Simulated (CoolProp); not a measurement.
A Linde-Hampson liquefier for ethane: isothermal reversible compression at 320 K from 1 atm to 15 MPa, throttling to 1 atm, return gas leaving the recuperator 5 K below the feed. Each further row changes one setting.

The numbers come from the reference Helmholtz-energy equation of state, Bücker 2006 in CoolProp.

```tsv
case	liquid yield per pass	compression work (kJ/kg of gas)
as stated	0.450	353
as stated	0.450	353
high pressure 30 MPa	0.460	390
warm-end temperature 350 K	0.351	414
warm-end gap 10 K	0.443	353
high pressure 30 MPa	0.460	390
warm-end temperature 350 K	0.351	414
warm-end gap 10 K	0.443	353
```
